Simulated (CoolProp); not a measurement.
Methane at 298.15 K and 0.278 MPa flows at 1 m/s in a round tube of 6 mm bore and 45 µm roughness, fully developed (64/Re and Nu = 3.66 if laminar; Colebrook and Gnielinski if turbulent). Each further row changes one setting.

The numbers come from the reference Helmholtz-energy equation of state, Setzmann 1991 in CoolProp.

```tsv
case	Reynolds number	Darcy friction factor	pressure drop (Pa/m)	heat-transfer coefficient (W/(m² K))	mass flow (kg/h)
as stated	967	[?]	[?]	20.9	[?]
velocity 2 m/s	1930	0.0331	19.9	20.9	0.368
diameter 12 mm	1930	0.0331	[?]	[?]	0.736
```

Question: Fill in the missing entries.

Answer: 
- as stated, Darcy friction factor: 0.0662
- as stated, pressure drop (Pa/m): 9.97
- as stated, mass flow (kg/h): 0.184
- diameter 12 mm, pressure drop (Pa/m): 2.49
- diameter 12 mm, heat-transfer coefficient (W/(m² K)): 10.4

Viscosity comes from a separate model (Quiñones-Cisneros 2006). Thermal conductivity comes from a separate model (Friend 1989).
